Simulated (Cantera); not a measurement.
**Equilibrium for silicon nitride deposition: SiCl₄ + NH₃ + N₂**

Charge: 1 mol SiCl₄, 3 mol NH₃, 8.1 mol N₂, held at 0.00340 bar.

Equilibrium computed with Cantera from the NASA thermochemical tables; the gas is ideal and each condensed phase is pure. Candidate condensed phases: NH₄Cl, Si, Si₃N₄; 28 gas species. The tables' values for SiCl₃, SiCl, SiN are old estimates; treat these amounts as uncertain. Kinetics and transport are ignored.

```tsv
T (K)	x N₂	x H₂	x HCl	x SiCl₂	x H
1623	0.596	0.218	0.123	0.0609	0.000553
1648	0.596	0.218	0.123	0.0610	0.000713
1673	0.596	0.217	0.123	0.0611	0.000911
1698	0.596	0.217	0.123	0.0611	0.00116
1723	0.596	0.217	0.123	0.0611	0.00146
1748	0.596	0.217	0.123	0.0611	0.00182
1773	0.595	0.216	0.123	0.0610	0.00227
1798	0.595	0.216	0.123	0.0609	0.00281
1823	0.595	0.215	0.123	0.0607	0.00345
1848	0.594	0.215	0.123	0.0604	0.00421
1873	0.593	0.214	0.123	0.0600	0.00512
1898	0.593	0.213	0.124	0.0594	0.00619
```
x: gas mole fraction; nothing condenses.

From 1623 K to 1898 K nothing is condensed. The main Si-bearing gas is SiCl₂ throughout.
